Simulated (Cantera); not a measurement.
Charge: 1 mol MgO, 0.5 mol Cl2, held at 0.0270 bar.

These are equilibrium values from Cantera (NASA tables, ideal gas, pure condensed phases), not measurements of a reactor. Candidate condensed phases: Mg, MgCl2, MgO; 11 gas species. Rates play no part. All values below are at 1175 °C.

Base state: MgCl2 0.392, Cl2 0.281, O2 0.196, Cl 0.131, ClO 0.000251 (mole fractions); condensed: MgO(s).

Q: What changes in the equilibrium state with this change: 0.45 mol H2O added?

A: 
| species | before | after |
|---|---|---|
| HCl | 0 | 0.665 |
| O2 | 0.196 | 0.185 |
| H2O | 0 | 0.0435 |
| MgCl2 | 0.392 | 0.0384 |
| Cl2 | 0.281 | 0.0267 |
| Cl | 0.131 | 0.0404 |
| OH | 0 | 7.72e-5 |
| HOCl | 0 | 1.42e-5 |
| ClO | 0.000251 | 7.53e-5 |
| MgO(s), mol | 0.734 | 0.954 |
Further candidate phases: H2O, Mg(OH)2.
